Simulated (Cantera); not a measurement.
A freely propagating, adiabatic, planar premixed flame of H₂ : O₂ : N₂ = 1 : 0.455 : 1.71 (molar parts), equivalence ratio 1.1, unburnt at 398 K and 180000 Pa; mixture-averaged transport, grid criteria slope 0.08 and curve 0.16, no radiation.

Model: the H2/O2 subset of GRI-Mech 3.0, which has no nitrogen chemistry, integrated in Cantera. Burning velocities carry a grid error of a few per cent, more on coarse grids.

Problem. What does this change do: N2 1.71 to 2.1 parts?

Solution. 
```csv
quantity,before,after
laminar burning velocity,399 cm/s,310 cm/s
thermal thickness,0.181 mm,0.192 mm
peak x(H),0.0469,0.0360
peak x(H₂O₂),9.63e-5,8.74e-5
peak x(HO₂),0.000654,0.000563
```
